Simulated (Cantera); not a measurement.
## Pyrogenic steam for wet oxidation

An isothermal, constant-pressure homogeneous reactor starts with 33.3 % H₂, 25.6 % O₂, 41.0 % N₂, at 1225 K and 0.799 atm.

Detailed kinetics in Cantera: GRI-Mech 3.0 (53 species, 325 reactions). The temperature is held fixed by assumption; the heat of reaction is taken as removed at once.

| t (s) | x H₂ | x O₂ | x O | x H₂O | x NO₂ | x N₂O |
|---|---|---|---|---|---|---|
| 3.00e-5 | 0.252 | 0.221 | 0.00733 | 0.0624 | 1.87e-11 | 3.17e-9 |
| 9.53e-5 | 0.00510 | 0.109 | 0.000665 | 0.392 | 2.67e-8 | 7.76e-8 |
| 0.000302 | 0.000835 | 0.108 | 4.84e-5 | 0.399 | 1.76e-7 | 9.08e-8 |
| 0.000960 | 0.000130 | 0.108 | 6.04e-6 | 0.400 | 3.44e-7 | 9.51e-8 |
| 0.00305 | 9.88e-6 | 0.108 | 1.07e-6 | 0.400 | 2.92e-7 | 9.69e-8 |
| 0.00968 | 4.88e-7 | 0.108 | 2.66e-7 | 0.400 | 1.21e-7 | 9.76e-8 |
| 0.0307 | 1.01e-7 | 0.108 | 7.90e-8 | 0.400 | 4.69e-8 | 9.66e-8 |
| 0.0976 | 3.94e-8 | 0.108 | 2.79e-8 | 0.400 | 3.77e-8 | 9.11e-8 |
| 0.310 | 2.93e-8 | 0.108 | 1.62e-8 | 0.400 | 4.77e-8 | 7.43e-8 |
| 0.984 | 2.88e-8 | 0.108 | 1.55e-8 | 0.400 | 4.92e-8 | 3.97e-8 |
| 3.12 | 2.88e-8 | 0.108 | 1.54e-8 | 0.400 | 4.92e-8 | 1.00e-8 |
| 9.92 | 2.88e-8 | 0.108 | 1.54e-8 | 0.400 | 4.93e-8 | 6.59e-9 |
| 31.5 | 2.88e-8 | 0.108 | 1.54e-8 | 0.400 | 4.93e-8 | 6.59e-9 |
| 100 | 2.88e-8 | 0.108 | 1.54e-8 | 0.400 | 4.93e-8 | 6.59e-9 |
x: mole fraction; the columns are a selection and need not sum to one.

Equilibrium at this temperature and pressure: H₂ 2.88e-8, O₂ 0.108, O 1.54e-8, H₂O 0.400, NO₂ 1.29e-6, N₂O 6.59e-9 (gas phase only).
